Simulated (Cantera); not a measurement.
Charge: 1 mol AlN, 0.08 mol Cl2, 0.04 mol O2, at 8.30 bar.

These are equilibrium values from Cantera (NASA tables, ideal gas, pure condensed phases), not measurements of a reactor. Candidate condensed phases: Al, AlCl3, AlN, Al2O3; 24 gas species. Mutual solubility and eutectic melting of coexisting phases are not modelled. The tables' values for AlCl2 are old estimates; treat these amounts as uncertain. Condensed phases not in the tables: AlOCl. Equilibrium is a limit: real reactors are often held back by kinetics, nucleation or transport.

x: gas mole fraction; n: condensed amount in mol.

```csv
T (K),x N2,x AlCl3,x Al2Cl6,x AlCl2,x AlCl,n AlN(s),n Al2O3(s)
800,0.634,0.0983,0.268,1.75e-10,<1e-12,0.893,0.0267
900,0.594,0.219,0.187,1.05e-8,<1e-12,0.893,0.0267
1000,0.550,0.349,0.101,2.45e-7,(withheld),0.893,0.0267
1100,0.522,0.433,0.0444,2.86e-6,(withheld),0.893,0.0267
1200,0.509,0.472,0.0189,2.06e-5,(withheld),0.893,0.0267
1300,0.504,0.487,0.00856,0.000106,(withheld),0.893,0.0267
1400,0.502,0.493,0.00426,0.000422,(withheld),0.893,0.0267
1500,0.501,0.495,0.00232,0.00139,(withheld),0.893,0.0267
```

Fill in the missing entries.


- 1000, x AlCl: 2.35e-11
- 1100, x AlCl: 1.17e-9
- 1200, x AlCl: 2.89e-8
- 1300, x AlCl: 4.25e-7
- 1400, x AlCl: 4.20e-6
- 1500, x AlCl: 3.03e-5
